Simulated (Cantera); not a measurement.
A closed system holds: 1 mol B2O3, 0.74 mol SiCl4, 4 mol O2, equilibrated at 602 °C and 26.0 mbar.

Equilibrium computed with Cantera from the NASA thermochemical tables; the gas is ideal and each condensed phase is pure. Candidate condensed phases: B, B2O3, Si, SiO2; 27 gas species. Condensed phases not in the tables: borates and borosilicate glass, alloys, solid solutions and most ternary compounds. The numbers say what is thermodynamically allowed, not how fast it happens.

Base state: O2 0.688, Cl2 0.312, Cl 0.000160 (mole fractions); condensed: B2O3(l) + SiO2(β-quartz).

Problem. What changes in the equilibrium state with this change: temperature from 602 °C to 727 °C?

Solution. 
```json
[
 {"species": "O2", "before": "0.688", "after": "0.687"},
 {"species": "Cl2", "before": "0.312", "after": "0.311"},
 {"species": "Cl", "before": "0.000160", "after": "0.00134"},
 {"species": "ClO", "before": "1.95e-6", "after": "1.12e-5"},
 {"species": "B2O3(l), mol", "before": "1.00", "after": "1.00"},
 {"species": "SiO2(β-quartz), mol", "before": "0.740", "after": "0.740"}
]
```
